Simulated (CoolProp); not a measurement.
Vapour-liquid equilibrium of CH2F2 (R32) (1) + R123 (2) at 0.00707 MPa; x and y are mole fractions of (1).

Values from CoolProp's multi-fluid Helmholtz-energy mixture model, Tillner-Roth 1997 and Younglove 1994; pair parameters Bell 2016.

```tsv
x	bubble temperature (K)	y at the bubble point	dew temperature at overall composition x (K)	liquid density (mol/L)
0.05	213.0	0.892	243.1	11.22
0.125	198.3	0.973	241.7	11.98
0.2	192.0	0.987	240.3	12.68
0.275	188.5	0.992	238.7	13.40
0.35	186.5	0.994	237.1	14.15
0.425	185.2	0.995	235.2	14.97
0.5	184.3	0.996	233.1	15.86
0.575	183.7	0.996	230.7	16.84
0.65	183.2	0.997	228.0	17.94
0.725	182.7	0.997	224.7	19.16
0.8	182.2	0.998	220.5	20.56
0.875	181.6	0.998	214.7	22.15
0.95	180.9	0.999	204.5	23.99
```

No azeotrope shows between x = 0.05 and 0.95.

The pair parameters rest on a limited set of measurements; away from them the model extrapolates. With so large a gap from Raoult's law the liquid may split in two, which this calculation doesn't test in full.
